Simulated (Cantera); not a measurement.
Source: NASA polynomial tables (part measured, part estimated), evaluated in Cantera. Values are per mole of reaction as written; species without (g) are pure solids or liquids, kept so even where they would boil at 1 bar.

Ca + Br2(g) ⇌ CaBr2

| T (K) | ΔH° (kJ) | ΔS° (J/K) | ΔG° (kJ) | log10 K |
|---|---|---|---|---|
| 300 | [?] | [?] | [?] | [?] |
| 400 | -712.8 | -154.3 | -651.1 | 85.02 |
| 475 | [?] | [?] | [?] | [?] |
| 550 | -710.7 | -149.9 | -628.3 | 59.67 |
| 625 | [?] | [?] | [?] | [?] |
| 700 | [?] | [?] | [?] | [?] |

Question: Some entries are withheld; supply them.

Answer: 
- 300, ΔH° (kJ): -714.1
- 300, ΔS° (J/K): -158.2
- 300, ΔG° (kJ): -666.7
- 300, log10 K: 116.08
- 475, ΔH° (kJ): -711.7
- 475, ΔS° (J/K): -151.9
- 475, ΔG° (kJ): -639.6
- 475, log10 K: 70.33
- 625, ΔH° (kJ): -709.7
- 625, ΔS° (J/K): -148.2
- 625, ΔG° (kJ): -617.1
- 625, log10 K: 51.57
- 700, ΔH° (kJ): -708.8
- 700, ΔS° (J/K): -146.9
- 700, ΔG° (kJ): -606.0
- 700, log10 K: 45.22
